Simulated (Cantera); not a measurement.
# Fluorocarbon and chlorocarbon gases: C2F6 + H2

Feed: 1 mol C2F6, 0.12 mol H2, equilibrated at 2000 K and 13.3 mbar.

Cantera equilibrium calculation (NASA polynomials, part measured and part estimated; ideal gas, pure solids and liquids). Candidate condensed phases: C, C6H6, C7H8, C8H18; 95 gas species. The feed counts by its element totals alone. Gases not in the tables: C2F6 and larger saturated fluorocarbons. Kinetics and transport are ignored.

```
Quantity           Result
--------------  ---------
x(CF4)              0.749
x(HF)               0.134
x(CF2)             0.0836
x(F)               0.0268
x(CF3)            0.00688
x(CF)            0.000124
x(C2F4)           4.48e-6
x(CHF3)           1.42e-6
n(C(graphite))  0.494 mol
gas amount      1.794 mol
```
